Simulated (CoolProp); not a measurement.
Vapour-liquid equilibrium of carbon dioxide (1) + R124 (2) at 253.8 K; x and y are mole fractions of (1).

Model: multi-fluid Helmholtz-energy mixture model, Span 1996 and de Vries 1995; pair parameters Bell 2016, in CoolProp.

Question: Give the bubble pressure and the first vapour's composition at x = 0.05, 0.35, 0.95. Is there an azeotrope?

Answer: x = 0.05: 165.9 kPa, y = 0.564; x = 0.35: 667.0 kPa, y = 0.910; x = 0.95: 1886 kPa, y = 0.996. No azeotrope shows between x = 0.05 and 0.95.

Pair parameters are fitted to limited data, so mixtures are less certain than the pure fluids.
